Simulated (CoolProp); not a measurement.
The numbers come from the reference Helmholtz-energy equation of state, Leachman 2009 in CoolProp.

Problem. For normal hydrogen, give the phase and the speed of sound (m/s) at 297.6 K and 0.101 MPa.

Solution. 
- 297.6 K and 0.101 MPa: gas; speed of sound 1310
